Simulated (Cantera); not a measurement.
A jet of 3.69 % CH4, 15.4 % O2, 80.9 % N2, equivalence ratio 0.48 at 300 K and 0.0257 atm hits a platinum plate 5.2 cm away at a mass flux of 0.032 kg/m²/s; the plate temperature is set and raised in steps from an oxygen-covered start.

Computed with Cantera and Deutschmann's 1995 Pt surface mechanism with GRI-Mech 3.0 gas chemistry. Catalytic surfaces can have several steady states; this one follows from the mechanism file's or the stated starting coverage.

One state of this run: wall x CH4 = 0.00965; wall x O2 = 0.0960; wall x H2O = 0.0502; wall x OH = 8.23e-6; wall x CO = 2.66e-5; wall x CO2 = 0.0329; θ free Pt = 0.682; θ O* = 0.318. x: mole fraction at the wall; θ: surface coverage.

Task: Which value of plate T (K) does it belong to?
A. 850
B. 900
C. 1150
D. 1200

Result: D, 1200
